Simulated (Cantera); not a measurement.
An adiabatic, constant-volume homogeneous reactor starts with C₂H₄ : O₂ : N₂ : H₂O = 1 : 3.53 : 35.3 : 1 (molar parts), at 1623 K and 5.00 bar. Integrator tolerance rtol = 1e-08.

Computed with Cantera and GRI-Mech 3.0 (53 species, 325 reactions). GRI-Mech 3.0 was tuned for natural gas; its chemistry of ethylene as a main component is partial and can be far from experiment.

**Question.** What does this change do: N2 35.3 to 19 parts?

**Answer.** 
| quantity | before | after |
|---|---|---|
| time of steepest temperature rise | 8.97 µs | 5.96 µs |
| temperature at 0.900 s | 2570 K | 2883 K |
| equilibrium temperature | 2570 K | 2883 K |
| x(C₂H₄) at 0.900 s | <1e-12 (gas-phase equilibrium <1e-12) | <1e-12 (gas-phase equilibrium <1e-12) |
| x(O₂) at 0.900 s | 0.0126 (gas-phase equilibrium 0.0126) | 0.0250 (gas-phase equilibrium 0.0250) |
| x(H₂O) at 0.900 s | 0.0688 (gas-phase equilibrium 0.0688) | 0.104 (gas-phase equilibrium 0.104) |
| x(CO₂) at 0.900 s | 0.0417 (gas-phase equilibrium 0.0417) | 0.0550 (gas-phase equilibrium 0.0550) |
| x(CO) at 0.900 s | 0.00698 (gas-phase equilibrium 0.00698) | 0.0247 (gas-phase equilibrium 0.0247) |
| x(HO₂) at 0.900 s | 2.88e-6 (gas-phase equilibrium 2.88e-6) | 1.22e-5 (gas-phase equilibrium 1.22e-5) |

**Question.** What does this change do: H2O 1 to 2 parts?

**Answer.** 
```
quantity                                                            before                                    after
---------------------------------  ---------------------------------------  ---------------------------------------
time of steepest temperature rise                                  8.97 µs                                  8.95 µs
temperature at 0.900 s                                              2570 K                                   2541 K
equilibrium temperature                                             2570 K                                   2541 K
x(C₂H₄) at 0.900 s                   <1e-12 (gas-phase equilibrium <1e-12)    <1e-12 (gas-phase equilibrium <1e-12)
x(O₂) at 0.900 s                     0.0126 (gas-phase equilibrium 0.0126)    0.0123 (gas-phase equilibrium 0.0123)
x(H₂O) at 0.900 s                    0.0688 (gas-phase equilibrium 0.0688)    0.0904 (gas-phase equilibrium 0.0904)
x(CO₂) at 0.900 s                    0.0417 (gas-phase equilibrium 0.0417)    0.0414 (gas-phase equilibrium 0.0414)
x(CO) at 0.900 s                   0.00698 (gas-phase equilibrium 0.00698)  0.00612 (gas-phase equilibrium 0.00612)
x(HO₂) at 0.900 s                  2.88e-6 (gas-phase equilibrium 2.88e-6)  3.00e-6 (gas-phase equilibrium 3.00e-6)
```
